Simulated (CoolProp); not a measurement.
Properties of cis-2-butene along the isotherm 459.3 K (Tc = 435.8 K, pc = 4.236 MPa, ω = 0.202).

Model: reference Helmholtz-energy equation of state, Lemmon 2005, in CoolProp. It is a short technical equation, of lower accuracy than the large ones.

```json
[
 {"p (MPa)": "0.0335", "phase": "gas", "Z": "0.9977", "speed of sound (m/s)": "270.3", "fugacity coefficient": "0.9977"},
 {"p (MPa)": "0.0565", "phase": "gas", "Z": "0.9961", "speed of sound (m/s)": "269.9", "fugacity coefficient": "0.9961"},
 {"p (MPa)": "0.0954", "phase": "gas", "Z": "0.9934", "speed of sound (m/s)": "269.3", "fugacity coefficient": "0.9934"},
 {"p (MPa)": "0.161", "phase": "gas", "Z": "0.9888", "speed of sound (m/s)": "268.3", "fugacity coefficient": "0.9889"},
 {"p (MPa)": "0.272", "phase": "gas", "Z": "0.9810", "speed of sound (m/s)": "266.5", "fugacity coefficient": "0.9813"},
 {"p (MPa)": "0.458", "phase": "gas", "Z": "0.9677", "speed of sound (m/s)": "263.4", "fugacity coefficient": "0.9685"},
 {"p (MPa)": "0.774", "phase": "gas", "Z": "0.9446", "speed of sound (m/s)": "258.1", "fugacity coefficient": "0.9470"},
 {"p (MPa)": "1.31", "phase": "gas", "Z": "0.9036", "speed of sound (m/s)": "248.6", "fugacity coefficient": "0.9109"},
 {"p (MPa)": "2.2", "phase": "gas", "Z": "0.8298", "speed of sound (m/s)": "231.4", "fugacity coefficient": "0.8517"},
 {"p (MPa)": "3.72", "phase": "gas", "Z": "0.6791", "speed of sound (m/s)": "197.2", "fugacity coefficient": "0.7525"},
 {"p (MPa)": "6.28", "phase": "supercritical", "Z": "0.3250", "speed of sound (m/s)": "181.1", "fugacity coefficient": "0.5840"},
 {"p (MPa)": "10.6", "phase": "supercritical", "Z": "0.3887", "speed of sound (m/s)": "369.6", "fugacity coefficient": "0.4131"}
]
```
